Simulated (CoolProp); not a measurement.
Saturation properties of R236FA.

Values from CoolProp's reference Helmholtz-energy equation of state, Pan 2012.

```csv
T (°C),p (MPa),enthalpy of vaporisation (kJ/kg),liquid cp (kJ/(kg K)),surface tension (mN/m)
39.05,0.4245,137.0,1.271,7.93
44.35,0.4963,133.6,1.286,7.33
49.65,0.5771,130.1,1.302,6.73
54.95,0.6674,126.4,1.320,6.14
60.25,0.7680,122.5,1.341,5.57
65.45,0.8775,118.5,1.363,5.01
70.75,1.001,114.2,1.390,4.46
76.05,1.137,109.6,1.421,3.92
81.35,1.286,104.7,1.458,3.40
86.65,1.451,99.38,1.504,2.89
```

It boils at -1.5 °C under 1 atm.

Surface tension comes from a separate correlation (Mulero 2012).
